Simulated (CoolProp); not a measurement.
A simple Rankine cycle with water: condensing at 304.15 K, boiler at 12 MPa, turbine inlet 748 K, turbine efficiency 0.75, pump efficiency 0.6, no recuperator. Each further row changes one setting.

Values from CoolProp's reference Helmholtz-energy equation of state, Wagner 2002.

```
case                             thermal efficiency (%)  net work (kJ/kg)  heat in (kJ/kg)  turbine exit temperature (K)  volume ratio over the turbine
-------------------------------  ----------------------  ----------------  ---------------  ----------------------------  -----------------------------
as stated                                          31.5               986             3130                         304.1                           1080
turbine inlet 768 K                                31.7              1010             3190                         304.1                           1050
condensing temperature 296.15 K                    32.3              1020                …                         296.2                           1670
boiler pressure 8.4 MPa                            30.8               981             3190                         304.1                              …
turbine efficiency 0.65                               …               852             3130                         304.1                           1150
```

Problem. What belongs in the gaps?

Solution. 
- condensing temperature 296.15 K, heat in (kJ/kg): 3160
- boiler pressure 8.4 MPa, volume ratio over the turbine: 747
- turbine efficiency 0.65, thermal efficiency (%): 27.2

The expansion ends wet for: as stated; turbine inlet 768 K; condensing temperature 296.15 K; boiler pressure 8.4 MPa; turbine efficiency 0.65.
